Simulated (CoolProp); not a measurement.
Vapour-liquid equilibrium of R114 (1) + n-heptane (2) at 377.5 K; x and y are mole fractions of (1).

Values from CoolProp's multi-fluid Helmholtz-energy mixture model, Platzer 1990 and Span 2003; pair parameters Bell 2016. This equation is an older, rougher fit; its heat capacities, sound speeds and derivatives of the liquid may be far off and weren't checked against measurements.

Q: Give the bubble pressure and the first vapour's composition at x = 0.5, 0.8, 0.95. Is there an azeotrope?

A: x = 0.5: 0.8704 MPa, y = 0.895; x = 0.8: 1.240 MPa, y = 0.955; x = 0.95: 1.461 MPa, y = 0.987. No azeotrope shows between x = 0.05 and 0.95.

Pair parameters are fitted to limited data, so mixtures are less certain than the pure fluids. The gap from Raoult's law changes sign with composition, which may be real or a fault of the pair parameters; it wasn't checked against measurements.
